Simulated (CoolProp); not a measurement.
Vapour-liquid equilibrium of dimethyl ether (1) + n-perfluorobutane (2) at 26.25 °C; x and y are mole fractions of (1).

The numbers come from the multi-fluid Helmholtz-energy mixture model, Wu 2011 and Gao 2022; pair parameters Bell 2016 in CoolProp.

```tsv
x	bubble pressure (kPa)	y at the bubble point	dew pressure at overall composition x (kPa)	liquid density (mol/L)
0.05	360.0	0.241	292.0	6.427
0.125	473.9	0.445	315.5	6.689
0.2	567.4	0.557	342.9	6.972
0.275	636.3	0.622	375.0	7.283
0.35	682.0	0.662	413.4	7.630
0.425	709.4	0.686	459.6	8.022
0.5	724.4	0.702	516.1	8.474
0.575	732.0	0.713	585.6	9.000
0.65	735.8	0.721	668.5	9.618
0.725	737.4	0.731	736.8	10.34
0.8	735.3	0.749	716.1	11.20
0.875	721.8	0.787	677.5	12.21
0.95	677.4	0.875	637.5	13.40
```

y crosses x between x = 0.725 and 0.8: the model has an azeotrope there.

The pair parameters rest on a limited set of measurements; away from them the model extrapolates. With so large a gap from Raoult's law the liquid may split in two, which this calculation doesn't test in full.
